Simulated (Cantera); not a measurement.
## C2H2 + O2 + H2 (carbon deposition, reforming and gasification)

A closed system holds: 1 mol C2H2, 0.029 mol O2, 9.7 mol H2, held at 1.00 bar.

Equilibrium computed with Cantera from the NASA thermochemical tables; the gas is ideal and each condensed phase is pure. Candidate condensed phases: C, C6H6, C7H8, C8H18, H2O; 110 gas species. Equilibrium is a limit: real reactors are often held back by kinetics, nucleation or transport.

From 1027 °C to 1927 °C the condensed part is C(graphite). The main C-bearing gas is CH4 at 1027 °C and CO at 1927 °C. The share of C in condensed phases is highest at 1477 °C (96.5 %) and lowest at 1027 °C (93.0 %).

```csv
T (°C),log p H2,log p CH4,log p H,log p CO,log p C2H2 (acetylene),log p H2O,log p CH3,log p C2H4,n C(graphite)
1027,-0.01,-2.12,-5.96,-2.27,-6.25,-4.31,-6.78,-5.79,1.86
1177,0.00,-2.49,-5.03,-2.27,-5.32,-4.87,-6.21,-5.64,1.91
1327,0.00,-2.79,-4.27,-2.27,-4.56,-5.33,-5.75,-5.52,1.92
1477,0.00,-3.05,-3.63,-2.27,-3.94,-5.71,-5.37,-5.42,1.93
1627,0.00,-3.26,-3.10,-2.27,-3.42,-6.02,-5.05,-5.34,1.93
1777,0.00,-3.44,-2.65,-2.27,-2.98,-6.29,-4.79,-5.27,1.92
1927,-0.01,-3.59,-2.25,-2.27,-2.60,-6.52,-4.56,-5.22,1.88
```
log p: log10 of the partial pressure in bar; n: condensed amount in mol.
